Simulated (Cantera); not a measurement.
Charge: 1 mol SiHCl₃, 7.1 mol NH₃, at 25.0 mbar.

These are equilibrium values from Cantera (NASA tables, ideal gas, pure condensed phases), not measurements of a reactor. Candidate condensed phases: NH₄Cl, Si, Si₃N₄; 28 gas species. The tables' values for SiCl₃, SiCl, SiN are old estimates; treat these amounts as uncertain. Gases not in the tables: Si₂H₆ and higher silanes. Kinetics and transport are ignored.

x: gas mole fraction; n: condensed amount in mol.

```tsv
T (°C)	x H₂	x N₂	x HCl	x SiCl₂	n Si₃N₄(s)	n Si(l)
1052	0.623	0.186	0.190	0.000549	0.327	0
1102	0.623	0.187	0.188	0.00128	0.323	0
1152	0.624	0.188	0.185	0.00274	0.315	0
1202	0.626	0.189	0.179	0.00537	0.301	0
1252	0.628	0.191	0.170	0.00957	0.279	0
1302	0.631	0.195	0.157	0.0155	…	0
1352	0.635	0.198	0.142	0.0227	…	0
1402	0.640	0.203	0.125	0.0306	…	0
1452	0.644	0.207	0.109	0.0385	…	0
1502	0.640	0.219	0.0943	0.0445	0	0.266
1552	0.638	0.219	0.0963	0.0435	0	0.280
1602	0.636	0.219	0.0982	0.0424	0	0.292
1652	0.633	0.218	0.0999	0.0413	0	0.300
```

Task: Complete the blanks.

Result: 
- 1302, n Si₃N₄(s): 0.248
- 1352, n Si₃N₄(s): 0.209
- 1402, n Si₃N₄(s): 0.167
- 1452, n Si₃N₄(s): 0.124
